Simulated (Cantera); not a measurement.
Cantera run, input and output.

```python
import numpy as np
import cantera as ct

gas = ct.Solution("gri30.yaml")


def delay(T, t_max=10):
    gas.TPX = T, 1500000, {'CH4': 1, 'H2': 0.039, 'O2': 3.06, 'N2': 15}
    reactor = ct.IdealGasConstPressureReactor(gas, clone=False)
    net = ct.ReactorNet([reactor])
    net.rtol, net.atol = 1e-8, 1e-16
    while net.time < t_max:
        t_old, T_old = net.time, reactor.T
        net.step()
        if reactor.T > T + 400:  # ignition: a rise of 400 K
            return t_old + (T + 400 - T_old) / (reactor.T - T_old) * (net.time - t_old)
    return np.nan


taus = []
for T in [1148, 1248, 1348, 1448, 1548, 1648]:
    taus.append(delay(T))
    print(f"T0 = {T:6g} K   tau = {taus[-1]:.4e} s")
```

Result:

```
T0 =   1148 K   tau = 3.5505e-03 s
T0 =   1248 K   tau = 1.2271e-03 s
T0 =   1348 K   tau = 4.6606e-04 s
T0 =   1448 K   tau = 1.8746e-04 s
T0 =   1548 K   tau = 7.9751e-05 s
T0 =   1648 K   tau = 3.6099e-05 s
```

Model: GRI-Mech 3.0 (53 species, 325 reactions), integrated in Cantera. The pressure lies above the range GRI-Mech 3.0 was tuned for (to about 10 atm).
